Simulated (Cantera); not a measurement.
A perfectly stirred reactor is fed with H2 : O2 : N2 = 0.9 : 1 : 5.7 (molar parts), at 0.180 bar; it is held at 1325 K, and followed from long to short residence time.

Detailed kinetics in Cantera: GRI-Mech 3.0 (53 species, 325 reactions). The temperature is held fixed by assumption; the heat of reaction is taken as removed at once.

Q: What does this change do: pressure from 0.180 bar to 0.420 bar?

A: 
```csv
quantity,before,after
x(H2) at τ = 2.90 s,7.94e-5,3.74e-5
x(O2) at τ = 2.90 s,0.0768,0.0769
x(O) at τ = 2.90 s,6.67e-5,2.05e-5
x(NO2) at τ = 2.90 s,2.01e-9,8.77e-9
x(H2O) at τ = 2.90 s,0.126,0.126
x(H2) at τ = 42.0 ms,0.00127,0.000607
x(O2) at τ = 42.0 ms,0.0766,0.0768
x(O) at τ = 42.0 ms,0.00113,0.000364
x(NO2) at τ = 42.0 ms,4.83e-10,1.33e-9
x(H2O) at τ = 42.0 ms,0.123,0.125
```
